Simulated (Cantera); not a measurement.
Cantera run:

```python
import numpy as np
import cantera as ct

gas_names = """
    H HNO HNO2 HNO3 HO2 H2 H2O H2O2 N NH NH2 NH3 NH2OH NO NO2 NO3 N2 N2H2 N2H4 N2O O OH O2 O3
""".split()
cond_names = """
    H2O(s) H2O(L)
""".split()


# ... load() reads the species with a 1 bar reference pressure and builds the phases ...
atoms = {
    'N2O': {'N': 2, 'O': 1},
    'H2O': {'H': 2, 'O': 1},
    'H2': {'H': 2},
}
top_T = {}  # K; cautious upper limits of use, not melting points


# ... equilibrate(T, P, feed) seeds the gas with the atoms and calls Mixture.equilibrate('TP', solver="vcs", rtol=1e-11, max_steps=5000) ...
results = []
feed = {'N2O': 1, 'H2O': 1.1, 'H2': 2.2}  # mol
P = 1333.22  # Pa
for T in [2375, 2450, 2525, 2600, 2675, 2750, 2825, 2900, 2975, 3050, 3125, 3200, 3275]:
    mix = equilibrate(T, P, feed)
    results.append((T, P, feed, dict(zip(mix.species_names, mix.species_moles))))

top = {s: max(r[3][s] / sum(r[3][g] for g in gas_names) for r in results) for s in gas_names}
cols = sorted((s for s in top if top[s] > 1e-05), key=lambda s: -top[s])[:5]
seen = [c for c in cond_names if any(r[3].get(c, 0) > 1e-12 for r in results)]
print("log10 of partial pressures in bar; condensed amounts in mol")
print(f"{'T/K':>10s}" + "".join(f"{s[:9]:>10s}" for s in cols + seen))
for T, P, feed, n in results:
    ng = sum(n[g] for g in gas_names)
    print(f"{T:10.4g}" + "".join(f"{np.log10(max(n[s] / ng * P / 1e5, 1e-99)):10.3f}" for s in cols)
          + "".join(f"{n.get(c, 0):10.4g}" for c in seen))
```

It prints:

```
log10 of partial pressures in bar; condensed amounts in mol
       T/K         H       H2O        H2        N2         O
      2375    -3.086    -2.233    -2.471    -2.530    -4.385
      2450    -2.938    -2.263    -2.482    -2.541    -4.062
      2525    -2.798    -2.308    -2.492    -2.557    -3.775
      2600    -2.668    -2.373    -2.505    -2.579    -3.524
      2675    -2.548    -2.463    -2.523    -2.606    -3.310
      2750    -2.441    -2.582    -2.552    -2.639    -3.130
      2825    -2.348    -2.735    -2.597    -2.676    -2.981
      2900    -2.270    -2.923    -2.661    -2.714    -2.862
      2975    -2.208    -3.147    -2.745    -2.749    -2.770
      3050    -2.160    -3.402    -2.849    -2.780    -2.702
      3125    -2.126    -3.681    -2.968    -2.805    -2.653
      3200    -2.101    -3.977    -3.099    -2.823    -2.619
      3275    -2.083    -4.281    -3.236    -2.836    -2.596
```

Equilibrium computed with Cantera from the NASA thermochemical tables; the gas is ideal and each condensed phase is pure.
